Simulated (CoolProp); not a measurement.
Properties of ethylene at several states (Tc = 9.2 °C, pc = 50.42 bar, ω = 0.087).

The numbers come from the reference Helmholtz-energy equation of state, Smukala 2000 in CoolProp.

```json
[
 {"T (°C)": "135.55", "p (bar)": "302", "phase": "supercritical", "density (kg/m³)": "289.7", "cp (kJ/(kg K))": "2.848", "Joule-Thomson coefficient (K/MPa)": "0.6974", "isothermal compressibility (1/MPa)": "0.01925"},
 {"T (°C)": "16.35", "p (bar)": "117", "phase": "supercritical", "density (kg/m³)": "374.8", "cp (kJ/(kg K))": "3.345", "Joule-Thomson coefficient (K/MPa)": "0.8299", "isothermal compressibility (1/MPa)": "(withheld)"},
 {"T (°C)": "145.45", "p (bar)": "33.4", "phase": "gas", "density (kg/m³)": "(withheld)", "cp (kJ/(kg K))": "2.095", "Joule-Thomson coefficient (K/MPa)": "(withheld)", "isothermal compressibility (1/MPa)": "0.3181"}
]
```

**Question.** What belongs in the gaps?

**Answer.** 
- 16.35, isothermal compressibility (1/MPa): 0.02011
- 145.45, density (kg/m³): 28.64
- 145.45, Joule-Thomson coefficient (K/MPa): 4.209
